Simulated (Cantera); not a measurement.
## Hydrocarbon pyrolysis for carbon deposition

An isothermal, constant-pressure homogeneous reactor starts with C₂H₆ : H₂ = 1 : 25 (molar parts), at 1600 K and 1.73 Torr.

Detailed kinetics in Cantera: GRI-Mech 3.0 (53 species, 325 reactions). GRI-Mech 3.0 stops at C3 and has no aromatics, soot or wall deposition, so with more carbon than oxygen in the feed, carbon stays in small species such as C2H2 where larger ones or solid carbon would form. Radical loss at walls, strong at low pressure, is not modelled.

```json
[
 {"t (s)": "2.00e-5", "x C₂H₆": "0.0384", "x H₂": "0.961", "x CH₂": "5.64e-11", "x CH₃": "0.000142", "x H": "3.82e-6", "x C₂H₂": "<1e-12"},
 {"t (s)": "6.91e-5", "x C₂H₆": "0.0382", "x H₂": "0.961", "x CH₂": "2.47e-9", "x CH₃": "0.000457", "x H": "3.84e-5", "x C₂H₂": "2.43e-11"},
 {"t (s)": "0.000239", "x C₂H₆": "0.0373", "x H₂": "0.960", "x CH₂": "9.54e-8", "x CH₃": "0.00126", "x H": "0.000301", "x C₂H₂": "1.45e-8"},
 {"t (s)": "0.000825", "x C₂H₆": "0.0317", "x H₂": "0.957", "x CH₂": "1.96e-6", "x CH₃": "0.00344", "x H": "0.00131", "x C₂H₂": "1.04e-5"},
 {"t (s)": "0.00285", "x C₂H₆": "0.00790", "x H₂": "0.939", "x CH₂": "9.86e-6", "x CH₃": "0.00712", "x H": "0.00409", "x C₂H₂": "0.00100"},
 {"t (s)": "0.00985", "x C₂H₆": "2.52e-5", "x H₂": "0.934", "x CH₂": "6.61e-6", "x CH₃": "0.00399", "x H": "0.00403", "x C₂H₂": "0.00788"},
 {"t (s)": "0.0340", "x C₂H₆": "1.36e-5", "x H₂": "0.937", "x CH₂": "3.30e-6", "x CH₃": "0.00245", "x H": "0.00255", "x C₂H₂": "0.0127"},
 {"t (s)": "0.118", "x C₂H₆": "8.17e-6", "x H₂": "0.939", "x CH₂": "1.60e-6", "x CH₃": "0.00151", "x H": "0.00166", "x C₂H₂": "0.0150"},
 {"t (s)": "0.406", "x C₂H₆": "4.05e-6", "x H₂": "0.942", "x CH₂": "6.30e-7", "x CH₃": "0.000832", "x H": "0.000998", "x C₂H₂": "0.0171"},
 {"t (s)": "1.40", "x C₂H₆": "2.08e-6", "x H₂": "0.945", "x CH₂": "3.07e-7", "x CH₃": "0.000519", "x H": "0.000715", "x C₂H₂": "0.0196"},
 {"t (s)": "4.85", "x C₂H₆": "1.12e-6", "x H₂": "0.950", "x CH₂": "2.36e-7", "x CH₃": "0.000382", "x H": "0.000722", "x C₂H₂": "0.0239"},
 {"t (s)": "16.8", "x C₂H₆": "3.03e-7", "x H₂": "0.957", "x CH₂": "1.60e-7", "x CH₃": "0.000211", "x H": "0.000843", "x C₂H₂": "0.0301"},
 {"t (s)": "57.9", "x C₂H₆": "2.99e-8", "x H₂": "0.961", "x CH₂": "6.99e-8", "x CH₃": "7.21e-5", "x H": "0.00103", "x C₂H₂": "0.0341"},
 {"t (s)": "200", "x C₂H₆": "1.97e-9", "x H₂": "0.963", "x CH₂": "2.03e-8", "x CH₃": "1.90e-5", "x H": "0.00111", "x C₂H₂": "0.0353"}
]
```
x: mole fraction; the columns are a selection and need not sum to one.

Equilibrium at this temperature and pressure: C₂H₆ 8.16e-11, H₂ 0.963, CH₂ 3.24e-9, CH₃ 2.99e-6, H 0.00112, C₂H₂ 0.0356 (gas phase only).
